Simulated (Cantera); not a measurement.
# Abatement and gas-phase synthesis: HF + SO₂ + H₂

A closed system holds: 1 mol HF, 0.74 mol SO₂, a varied amount of H₂, at 2850 K and 0.100 bar.

Cantera equilibrium calculation (NASA polynomials, part measured and part estimated; ideal gas, pure solids and liquids). Candidate condensed phases: H₂O, H₂SO₄, S; 43 gas species. Rates play no part.

| n(H₂) (mol) | x H₂ | x HF | x H | x H₂O | x SO | x S | x SO₂ | x OH | x SH | x O |
|---|---|---|---|---|---|---|---|---|---|---|
| 2.2 | 0.259 | 0.229 | 0.156 | 0.151 | 0.0770 | 0.0364 | 0.0357 | 0.0267 | 0.00981 | 0.0101 |
| 2.7 | 0.300 | 0.203 | 0.168 | 0.148 | 0.0658 | 0.0368 | 0.0258 | 0.0244 | 0.0107 | 0.00854 |
| 3.3 | 0.342 | 0.179 | 0.180 | 0.142 | 0.0550 | 0.0365 | 0.0182 | 0.0219 | 0.0113 | 0.00721 |
| 4 | 0.382 | 0.156 | 0.190 | 0.134 | 0.0452 | 0.0355 | 0.0127 | 0.0196 | 0.0116 | 0.00609 |
| 4.9 | 0.423 | 0.135 | 0.200 | 0.124 | 0.0360 | 0.0338 | 0.00838 | 0.0172 | 0.0116 | 0.00508 |
| 6 | 0.462 | 0.115 | 0.209 | 0.112 | 0.0279 | 0.0317 | 0.00541 | 0.0149 | 0.0114 | 0.00421 |
| 7.4 | 0.500 | 0.0973 | 0.217 | 0.0997 | 0.0211 | 0.0291 | 0.00335 | 0.0127 | 0.0109 | 0.00346 |
| 9.1 | 0.534 | 0.0818 | 0.225 | 0.0875 | 0.0156 | 0.0263 | 0.00204 | 0.0108 | 0.0102 | 0.00284 |
x: gas mole fraction; nothing condenses.

From 2.2 mol H₂ to 9.1 mol H₂ nothing is condensed.
